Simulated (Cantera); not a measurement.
What does this Cantera script print?

```python
import numpy as np
import cantera as ct

gas_names = """
    Cr CrO CrO2 CrO3 H HO2 H2 H2O H2O2 O OH O2 O3
""".split()
cond_names = """
    Cr(cr) Cr(L) Cr2O3(s) Cr2O3(L) H2O(s) H2O(L)
""".split()


# ... load() reads the species with a 1 bar reference pressure and builds the phases ...
atoms = {
    'Cr2O3': {'Cr': 2, 'O': 3},
    'H2': {'H': 2},
}
top_T = {}  # K; cautious upper limits of use, not melting points


# ... equilibrate(T, P, feed) seeds the gas with the atoms and calls Mixture.equilibrate('TP', solver="vcs", rtol=1e-11, max_steps=5000) ...
results = []
feed = {'Cr2O3': 1, 'H2': 280}  # mol
P = 13332.2  # Pa
for T in [1675, 1725, 1775, 1825, 1875, 1925, 1975, 2025, 2075]:
    mix = equilibrate(T, P, feed)
    results.append((T, P, feed, dict(zip(mix.species_names, mix.species_moles))))

top = {s: max(r[3][s] / sum(r[3][g] for g in gas_names) for r in results) for s in gas_names}
cols = sorted((s for s in top if top[s] > 1e-05), key=lambda s: -top[s])[:6]
seen = [c for c in cond_names if any(r[3].get(c, 0) > 1e-12 for r in results)]
print("log10 of partial pressures in bar; condensed amounts in mol")
print(f"{'T/K':>10s}" + "".join(f"{s[:9]:>10s}" for s in cols + seen))
for T, P, feed, n in results:
    ng = sum(n[g] for g in gas_names)
    print(f"{T:10.4g}" + "".join(f"{np.log10(max(n[s] / ng * P / 1e5, 1e-99)):10.3f}" for s in cols)
          + "".join(f"{n.get(c, 0):10.4g}" for c in seen))
```

Output:

```
log10 of partial pressures in bar; condensed amounts in mol
       T/K        H2       H2O         H        Cr       CrO    Cr(cr)  Cr2O3(s)
      1675    -0.877    -3.333    -4.374    -4.855    -7.676    0.6207     0.675
      1725    -0.877    -3.222    -4.170    -4.511    -7.185    0.7752    0.5799
      1775    -0.878    -3.117    -3.978    -4.187    -6.723    0.9331     0.465
      1825    -0.879    -3.018    -3.796    -3.882    -6.287     1.068    0.3275
      1875    -0.881    -2.925    -3.624    -3.594    -5.875     1.132    0.1647
      1925    -0.882    -2.848    -3.461    -3.322    -5.497    0.9886         0
      1975    -0.884    -2.851    -3.306    -3.065    -5.214    0.1636         0
      2025    -0.885    -2.852    -3.158    -3.029    -5.153         0         0
      2075    -0.886    -2.852    -3.018    -3.029    -5.131         0         0
```

Method: chemical equilibrium by Gibbs-energy minimisation in Cantera with the NASA 1993 tables (ideal gas, pure condensed phases). Mutual solubility and eutectic melting of coexisting phases are not modelled.
